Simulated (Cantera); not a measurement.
Cantera run, input and output.

```python
import numpy as np
import cantera as ct

gas = ct.Solution("gri30.yaml")
gas.TPX = 1700, 85, {'CH4': 1, 'H2': 6.8, 'H2O': 0.024}
inlet = ct.Reservoir(gas, clone=True)

reactor = ct.IdealGasConstPressureReactor(gas, energy="off", clone=False)
exhaust = ct.Reservoir(gas, clone=True)
tau = [2.6, 1, 0.42, 0.17, 0.067, 0.027, 0.011, 0.0044, 0.0018, 0.00071, 0.00029][0]
for a, b in ((inlet, reactor), (reactor, exhaust)):
    ct.MassFlowController(a, b, mdot=lambda t: reactor.mass / tau)
net = ct.ReactorNet([reactor])
show = ['CH4', 'H2', 'H', 'CH2', 'C2H6', 'C2H2', 'C2H']

rows = []
print(f"{'tau/s':>10s}{'T/K':>9s}" + "".join(f"{s:>11s}" for s in show))
for tau in [2.6, 1, 0.42, 0.17, 0.067, 0.027, 0.011, 0.0044, 0.0018, 0.00071, 0.00029]:
    net.initial_time = 0.0
    net.advance(30 * tau)
    before = gas.X
    net.advance(40 * tau)
    drift = np.max(np.abs(gas.X - before) / (gas.X + 1e-9))
    rows.append([gas.T, *gas[show].X, drift])
    print(f"{tau:10.3e}{gas.T:9.1f}" + "".join(f"{x:11.3e}" for x in gas[show].X))
```

It prints:

```
     tau/s      T/K        CH4         H2          H        CH2       C2H6       C2H2        C2H
 2.600e+00   1700.0  7.314e-02  8.976e-01  1.112e-03  1.590e-06  6.697e-06  2.284e-02  1.580e-07
 1.000e+00   1700.0  1.001e-01  8.826e-01  8.836e-04  1.406e-06  9.268e-06  1.058e-02  5.911e-08
 4.200e-01   1700.0  1.196e-01  8.723e-01  5.579e-04  7.522e-07  6.670e-06  2.363e-03  8.433e-09
 1.700e-01   1700.0  1.266e-01  8.692e-01  2.248e-04  1.532e-07  1.564e-06  1.102e-04  1.590e-10
 6.700e-02   1700.0  1.275e-01  8.691e-01  8.520e-05  2.392e-08  2.422e-07  2.534e-06  1.386e-12
 2.700e-02   1700.0  1.277e-01  8.691e-01  3.421e-05  3.911e-09  3.523e-08  6.023e-08  1.323e-14
 1.100e-02   1700.0  1.278e-01  8.691e-01  1.407e-05  6.395e-10  4.443e-09  1.529e-09  1.381e-16
 4.400e-03   1700.0  1.278e-01  8.691e-01  5.777e-06  9.667e-11  4.248e-10  3.598e-11  1.334e-18
 1.800e-03   1700.0  1.278e-01  8.691e-01  2.497e-06  1.427e-11  3.340e-11  8.784e-13  1.405e-20
 7.100e-04   1700.0  1.278e-01  8.691e-01  1.096e-06  1.743e-12  1.815e-12  1.603e-14  1.121e-22
 2.900e-04   1700.0  1.278e-01  8.691e-01  5.171e-07  2.068e-13  8.572e-14  2.766e-16  9.045e-25
```

Model: GRI-Mech 3.0 (53 species, 325 reactions), integrated in Cantera. GRI-Mech 3.0 stops at C3 and has no aromatics, soot or wall deposition, so with more carbon than oxygen in the feed, carbon stays in small species such as C2H2 where larger ones or solid carbon would form. Radical loss at walls, strong at low pressure, is not modelled.
